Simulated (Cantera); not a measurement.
An adiabatic, constant-volume homogeneous reactor starts with C₃H₈ : O₂ : N₂ = 1 : 2.78 : 14.2 (molar parts), at 1225 K and 3.60 bar. Integrator tolerance rtol = 1e-08.

Cantera simulation using GRI-Mech 3.0 (53 species, 325 reactions); the numbers are that mechanism's predictions, not measurements. GRI-Mech 3.0 was tuned for natural gas; its chemistry of propane as a main component is partial and can be far from experiment.

Problem. What does this change do: constant pressure in place of constant volume?

Solution. 
```
quantity                                                              before                                      after
---------------------------------  -----------------------------------------  -----------------------------------------
time of steepest temperature rise                                    2.35 ms                                    2.54 ms
temperature at 0.200 s                                                2623 K                                     2307 K
equilibrium temperature                                               2623 K                                     2307 K
x(C₃H₈) at 0.200 s                     <1e-12 (gas-phase equilibrium <1e-12)      <1e-12 (gas-phase equilibrium <1e-12)
x(O₂) at 0.200 s                     1.55e-5 (gas-phase equilibrium 1.55e-5)    1.54e-6 (gas-phase equilibrium 1.54e-6)
x(NO) at 0.200 s                   0.000224 (gas-phase equilibrium 0.000224)    3.99e-5 (gas-phase equilibrium 3.99e-5)
x(C₂H₂) at 0.200 s                     <1e-12 (gas-phase equilibrium <1e-12)      <1e-12 (gas-phase equilibrium <1e-12)
x(H₂) at 0.200 s                       0.0873 (gas-phase equilibrium 0.0873)      0.0901 (gas-phase equilibrium 0.0901)
x(CH₃) at 0.200 s                  1.11e-10 (gas-phase equilibrium 1.24e-10)  2.89e-11 (gas-phase equilibrium 3.25e-11)
x(NO₂) at 0.200 s                    4.56e-9 (gas-phase equilibrium 4.56e-9)  2.26e-10 (gas-phase equilibrium 2.26e-10)
```

Problem. What does this change do: initial temperature 1225 to 1725 K?

Solution. 
```csv
quantity,before,after
time of steepest temperature rise,2.35 ms,8.00 µs
temperature at 0.200 s,2623 K,2968 K
equilibrium temperature,2623 K,2968 K
x(C₃H₈) at 0.200 s,<1e-12 (gas-phase equilibrium <1e-12),<1e-12 (gas-phase equilibrium <1e-12)
x(O₂) at 0.200 s,1.55e-5 (gas-phase equilibrium 1.55e-5),0.000273 (gas-phase equilibrium 0.000273)
x(NO) at 0.200 s,0.000224 (gas-phase equilibrium 0.000224),0.00152 (gas-phase equilibrium 0.00152)
x(C₂H₂) at 0.200 s,<1e-12 (gas-phase equilibrium <1e-12),<1e-12 (gas-phase equilibrium <1e-12)
x(H₂) at 0.200 s,0.0873 (gas-phase equilibrium 0.0873),0.0833 (gas-phase equilibrium 0.0833)
x(CH₃) at 0.200 s,1.11e-10 (gas-phase equilibrium 1.24e-10),7.88e-11 (gas-phase equilibrium 8.90e-11)
x(NO₂) at 0.200 s,4.56e-9 (gas-phase equilibrium 4.56e-9),8.81e-8 (gas-phase equilibrium 8.81e-8)
```

Problem. What does this change do: initial temperature 1225 to 1625 K?

Solution. 
```tsv
quantity	before	after
time of steepest temperature rise	2.35 ms	14.9 µs
temperature at 0.200 s	2623 K	2907 K
equilibrium temperature	2623 K	2907 K
x(C₃H₈) at 0.200 s	<1e-12 (gas-phase equilibrium <1e-12)	<1e-12 (gas-phase equilibrium <1e-12)
x(O₂) at 0.200 s	1.55e-5 (gas-phase equilibrium 1.55e-5)	0.000176 (gas-phase equilibrium 0.000176)
x(NO) at 0.200 s	0.000224 (gas-phase equilibrium 0.000224)	0.00113 (gas-phase equilibrium 0.00113)
x(C₂H₂) at 0.200 s	<1e-12 (gas-phase equilibrium <1e-12)	<1e-12 (gas-phase equilibrium <1e-12)
x(H₂) at 0.200 s	0.0873 (gas-phase equilibrium 0.0873)	0.0840 (gas-phase equilibrium 0.0840)
x(CH₃) at 0.200 s	1.11e-10 (gas-phase equilibrium 1.24e-10)	8.32e-11 (gas-phase equilibrium 9.36e-11)
x(NO₂) at 0.200 s	4.56e-9 (gas-phase equilibrium 4.56e-9)	5.62e-8 (gas-phase equilibrium 5.62e-8)
```
